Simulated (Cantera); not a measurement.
An adiabatic, constant-volume homogeneous reactor starts with CH3OH : O2 : N2 = 1 : 1.95 : 7.32 (molar parts), at 1050 K and 4500 Torr. Integrator tolerance rtol = 1e-08.

Model: GRI-Mech 3.0 (53 species, 325 reactions), integrated in Cantera. GRI-Mech 3.0 was tuned for natural gas; its chemistry of methanol as a main component is partial and can be far from experiment.

### Question
What does this change do: CH3OH 1 to 3 parts?

### Answer
```tsv
quantity	before	after
time of steepest temperature rise	40.5 ms	32.4 ms
temperature at 6.00 s	2747 K	2457 K
equilibrium temperature	2747 K	2457 K
x(CH3OH) at 6.00 s	<1e-12 (gas-phase equilibrium <1e-12)	2.35e-11 (gas-phase equilibrium 2.41e-11)
x(O2) at 6.00 s	0.0385 (gas-phase equilibrium 0.0385)	2.07e-6 (gas-phase equilibrium 2.07e-6)
x(HCN) at 6.00 s	4.64e-10 (gas-phase equilibrium 4.64e-10)	1.23e-6 (gas-phase equilibrium 1.23e-6)
x(CH4) at 6.00 s	<1e-12 (gas-phase equilibrium <1e-12)	4.06e-9 (gas-phase equilibrium 4.53e-9)
x(H2O2) at 6.00 s	1.58e-6 (gas-phase equilibrium 1.58e-6)	8.22e-9 (gas-phase equilibrium 8.22e-9)
x(H) at 6.00 s	0.00103 (gas-phase equilibrium 0.00103)	0.00193 (gas-phase equilibrium 0.00193)
```

### Question
What does this change do: pressure from 4500 Torr to 760 Torr?

### Answer
```tsv
quantity	before	after
time of steepest temperature rise	40.5 ms	0.169 s
temperature at 6.00 s	2747 K	2654 K
equilibrium temperature	2747 K	2654 K
x(CH3OH) at 6.00 s	<1e-12 (gas-phase equilibrium <1e-12)	<1e-12 (gas-phase equilibrium <1e-12)
x(O2) at 6.00 s	0.0385 (gas-phase equilibrium 0.0385)	0.0415 (gas-phase equilibrium 0.0415)
x(HCN) at 6.00 s	4.64e-10 (gas-phase equilibrium 4.64e-10)	2.23e-10 (gas-phase equilibrium 2.23e-10)
x(CH4) at 6.00 s	<1e-12 (gas-phase equilibrium <1e-12)	<1e-12 (gas-phase equilibrium <1e-12)
x(H2O2) at 6.00 s	1.58e-6 (gas-phase equilibrium 1.58e-6)	5.44e-7 (gas-phase equilibrium 5.44e-7)
x(H) at 6.00 s	0.00103 (gas-phase equilibrium 0.00103)	0.00225 (gas-phase equilibrium 0.00225)
```
